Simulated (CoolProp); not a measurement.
A single-stage vapour-compression cycle with propane: evaporating at 206.15 K (dew point), condensing at 241.15 K (bubble point), superheat 10 K, subcooling 8 K, compressor efficiency 0.65, no pressure losses. Each further row changes one setting.

Values from CoolProp's reference Helmholtz-energy equation of state, Lemmon 2009.

```
case                              cooling COP  pressure ratio  discharge temperature (K)  refrigerating effect (kJ/kg)  volumetric capacity (kJ/m³)
--------------------------------  -----------  --------------  -------------------------  ----------------------------  ---------------------------
as stated                          (withheld)            5.34                      295.8                           404                          292
evaporating temperature 211.15 K   (withheld)            4.04                 (withheld)                           410                          384
condensing temperature 236.15 K          4.15      (withheld)                 (withheld)                           415                          300
subcooling 13 K                          3.60            5.34                      295.8                           415                          300
superheat 20 K                     (withheld)            5.34                      306.9                    (withheld)                   (withheld)
compressor efficiency 0.55               2.96            5.34                      308.1                           404                          292
```

Problem. What belongs in the gaps?

Solution. 
- as stated, cooling COP: 3.50
- evaporating temperature 211.15 K, cooling COP: 4.26
- evaporating temperature 211.15 K, discharge temperature (K): 288.1
- condensing temperature 236.15 K, pressure ratio: 4.35
- condensing temperature 236.15 K, discharge temperature (K): 286.0
- superheat 20 K, cooling COP: 3.46
- superheat 20 K, refrigerating effect (kJ/kg): 418
- superheat 20 K, volumetric capacity (kJ/m³): 288
